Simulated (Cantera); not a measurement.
Adiabatic ignition

An adiabatic, constant-volume homogeneous reactor starts with CH4 : CO : O2 : N2 = 1 : 0.14 : 3.23 : 12.2 (molar parts), at 1500 K and 3.90 bar.

Detailed kinetics in Cantera: GRI-Mech 3.0 (53 species, 325 reactions).

| t (s) | T (K) | P (bar) | x CH4 | x CO | x O2 | x CH3 | x NO |
|---|---|---|---|---|---|---|---|
| 3.00e-6 | 1500 | 3.90 | 0.0603 | 0.00845 | 0.195 | 1.14e-6 | <1e-12 |
| 6.83e-6 | 1500 | 3.90 | 0.0603 | 0.00845 | 0.195 | 2.90e-6 | <1e-12 |
| 1.55e-5 | 1500 | 3.90 | 0.0603 | 0.00845 | 0.195 | 8.07e-6 | <1e-12 |
| 3.54e-5 | 1500 | 3.90 | 0.0603 | 0.00845 | 0.195 | 2.59e-5 | <1e-12 |
| 8.05e-5 | 1501 | 3.90 | 0.0601 | 0.00845 | 0.195 | 8.63e-5 | <1e-12 |
| 0.000183 | 1508 | 3.92 | 0.0588 | 0.00856 | 0.194 | 0.000202 | 2.98e-12 |
| 0.000417 | 2821 | 7.43 | <1e-12 | 0.0129 | 0.0689 | <1e-12 | 0.00373 |
| 0.000949 | 2802 | 7.37 | <1e-12 | 0.0125 | 0.0633 | <1e-12 | 0.0156 |
| 0.00216 | 2797 | 7.36 | <1e-12 | 0.0124 | 0.0618 | <1e-12 | 0.0189 |
| 0.00491 | 2797 | 7.36 | <1e-12 | 0.0124 | 0.0617 | <1e-12 | 0.0190 |
| 0.0112 | 2797 | 7.36 | <1e-12 | 0.0124 | 0.0617 | <1e-12 | 0.0190 |
| 0.0255 | 2797 | 7.36 | <1e-12 | 0.0124 | 0.0617 | <1e-12 | 0.0190 |
| 0.0579 | 2797 | 7.36 | <1e-12 | 0.0124 | 0.0617 | <1e-12 | 0.0190 |
| 0.132 | 2797 | 7.36 | <1e-12 | 0.0124 | 0.0617 | <1e-12 | 0.0190 |
| 0.300 | 2797 | 7.36 | <1e-12 | 0.0124 | 0.0617 | <1e-12 | 0.0190 |
x: mole fraction; the columns are a selection and need not sum to one.

```
Item                                                               Value
---------------------------------  -------------------------------------
time of steepest temperature rise                               0.333 ms
temperature at 0.300 s                                            2797 K
equilibrium temperature                                           2797 K
x(CH4) at 0.300 s                  <1e-12 (gas-phase equilibrium <1e-12)
x(CO) at 0.300 s                   0.0124 (gas-phase equilibrium 0.0124)
x(O2) at 0.300 s                   0.0617 (gas-phase equilibrium 0.0617)
```
